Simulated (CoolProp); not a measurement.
Properties of fluorine along the isotherm -189.45 °C (Tc = -128.7 °C, pc = 5.240 MPa, ω = 0.045).

Values from CoolProp's reference Helmholtz-energy equation of state, de Reuck 1990.

| p (MPa) | phase | density (kg/m³) |
|---|---|---|
| 0.291 | liquid | 1512 |
| 0.582 | liquid | 1512 |
| 0.873 | liquid | 1513 |
| 1.16 | liquid | 1514 |
| 1.46 | liquid | 1515 |
| 1.75 | liquid | 1515 |
| 2.04 | liquid | 1516 |
| 2.33 | liquid | 1517 |
| 2.62 | liquid | 1518 |
